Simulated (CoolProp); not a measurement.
n-perfluorohexane along the isotherm 9.75 °C: density (kg/m³) from the reference equation and from simpler models built on Tc = 174.9 °C, pc = 1.742 MPa, ω = 0.497; each cubic takes its own stable root.

The numbers come from the reference Helmholtz-energy equation of state, Gao 2022 in CoolProp.

```json
[
 {"p (MPa)": "0.0551", "phase": "liquid", "reference": "1720", "van der Waals": "8.146", "Redlich-Kwong": "8.246", "Soave-Redlich-Kwong": "1493", "Peng-Robinson": "1683"},
 {"p (MPa)": "0.0858", "phase": "liquid", "reference": "1720", "van der Waals": "12.90", "Redlich-Kwong": "1397", "Soave-Redlich-Kwong": "1493", "Peng-Robinson": "1684"},
 {"p (MPa)": "0.134", "phase": "liquid", "reference": "1720", "van der Waals": "20.73", "Redlich-Kwong": "1398", "Soave-Redlich-Kwong": "1493", "Peng-Robinson": "1684"},
 {"p (MPa)": "0.208", "phase": "liquid", "reference": "1720", "van der Waals": "952.9", "Redlich-Kwong": "1399", "Soave-Redlich-Kwong": "1494", "Peng-Robinson": "1684"},
 {"p (MPa)": "0.324", "phase": "liquid", "reference": "1721", "van der Waals": "954.9", "Redlich-Kwong": "1400", "Soave-Redlich-Kwong": "1494", "Peng-Robinson": "1685"},
 {"p (MPa)": "0.504", "phase": "liquid", "reference": "1722", "van der Waals": "957.9", "Redlich-Kwong": "1402", "Soave-Redlich-Kwong": "1496", "Peng-Robinson": "1686"},
 {"p (MPa)": "0.785", "phase": "liquid", "reference": "1723", "van der Waals": "962.3", "Redlich-Kwong": "1406", "Soave-Redlich-Kwong": "1497", "Peng-Robinson": "1688"},
 {"p (MPa)": "1.22", "phase": "liquid", "reference": "1724", "van der Waals": "968.7", "Redlich-Kwong": "1411", "Soave-Redlich-Kwong": "1500", "Peng-Robinson": "1690"},
 {"p (MPa)": "1.9", "phase": "liquid", "reference": "1727", "van der Waals": "977.9", "Redlich-Kwong": "1418", "Soave-Redlich-Kwong": "1504", "Peng-Robinson": "1694"},
 {"p (MPa)": "2.96", "phase": "liquid", "reference": "1731", "van der Waals": "990.5", "Redlich-Kwong": "1429", "Soave-Redlich-Kwong": "1510", "Peng-Robinson": "1700"},
 {"p (MPa)": "4.61", "phase": "liquid", "reference": "1737", "van der Waals": "1007", "Redlich-Kwong": "1444", "Soave-Redlich-Kwong": "1520", "Peng-Robinson": "1709"},
 {"p (MPa)": "7.18", "phase": "liquid", "reference": "1746", "van der Waals": "1028", "Redlich-Kwong": "1465", "Soave-Redlich-Kwong": "1532", "Peng-Robinson": "1721"},
 {"p (MPa)": "11.2", "phase": "liquid", "reference": "1759", "van der Waals": "1053", "Redlich-Kwong": "1493", "Soave-Redlich-Kwong": "1550", "Peng-Robinson": "1738"},
 {"p (MPa)": "17.4", "phase": "liquid", "reference": "1778", "van der Waals": "1081", "Redlich-Kwong": "1526", "Soave-Redlich-Kwong": "1572", "Peng-Robinson": "1760"}
]
```

At some of these states van der Waals, Redlich-Kwong gives the other phase, because its saturation line lies elsewhere.
